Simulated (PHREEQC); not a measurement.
Consider water at 25 °C with 0.0054 mol Na2SiO3 per kg of water. Closed to the air; pH follows from the charge balance.

All values are PHREEQC results (ion-association model, phreeqc.dat), not measurements.

Precipitation was switched off in this run.

**Question.** What pH, ionic strength does the model give?

**Answer.** pH 11.67; ionic strength 0.0110 mol/kgw.

**Question.** In which forms is Si present?

**Answer.** H3SiO4- 95 %, H2SiO4-2 4.1 %, H4SiO4 1.2 % of the Si.

Species that the database lacks are ignored.
